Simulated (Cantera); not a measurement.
Charge: 1 mol CH3Cl, 0.17 mol CH4, 18 mol H2, equilibrated at 1850 °C and 0.400 bar.

Method: chemical equilibrium by Gibbs-energy minimisation in Cantera with the NASA 1993 tables (ideal gas, pure condensed phases). Candidate condensed phases: C, C6H6, C7H8, C8H18; 91 gas species. The numbers say what is thermodynamically allowed, not how fast it happens.

Base state: H2 0.944, HCl 0.0488, H 0.00551, C2H2 (acetylene) 0.00156, Cl 0.000209, CH4 0.000111, CH3 1.26e-5 (mole fractions); condensed: C(graphite).

What changes in the equilibrium state with this change: pressure from 0.400 bar to 7.70e-5 bar?


```
species             before    after
----------------  --------  -------
H2                   0.944    0.633
H                  0.00551    0.325
HCl                 0.0488   0.0297
Cl                0.000209   0.0112
CH4               0.000111  9.63e-9
CH3                1.26e-5  9.62e-8
C(graphite), mol      1.10     1.12
```

What changes in the equilibrium state with this change: CH3Cl replaced by CH3F?


| species | before | after |
|---|---|---|
| H2 | 0.944 | 0.944 |
| HF | 0 | 0.0490 |
| H | 0.00551 | 0.00551 |
| HCl | 0.0488 | 0 |
| Cl | 0.000209 | 0 |
| CH4 | 0.000111 | 0.000111 |
| CH3 | 1.26e-5 | 1.26e-5 |
| C2H2 (acetylene) | 0.00156 | 0.00156 |
| C(graphite), mol | 1.10 | 1.10 |
